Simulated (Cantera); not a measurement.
Standard-state values (1 bar) from the NASA 1993 polynomials, evaluated with Cantera. Values are per mole of reaction as written; species without (g) are pure solids or liquids, kept so even where they would boil at 1 bar.

SiH₃(g) + SiCl₂(g) + 3 H(g) ⇌ 2 SiH₃Cl(g), with ΔH° = -978.5 kJ and ΔS° = -340.8 J/K at 300 K.

Q: How far is the shortcut ΔG° ≈ ΔH°(300 K) − T·ΔS°(300 K) from the full temperature-dependent value at 1023, 1123, 1223, 1323, 1423 K?

A: 
| T (K) | shortcut (kJ) | full (kJ) | difference (kJ) | difference in log10 K |
|---|---|---|---|---|
| 1023 | -629.9 | -611.8 | -18.1 | 0.92 |
| 1123 | -595.8 | -574.2 | -21.6 | 1.00 |
| 1223 | -561.7 | -536.6 | -25.1 | 1.07 |
| 1323 | -527.7 | -498.9 | -28.7 | 1.13 |
| 1423 | -493.6 | -461.3 | -32.3 | 1.19 |
The shortcut ignores the heat-capacity change of the reaction.
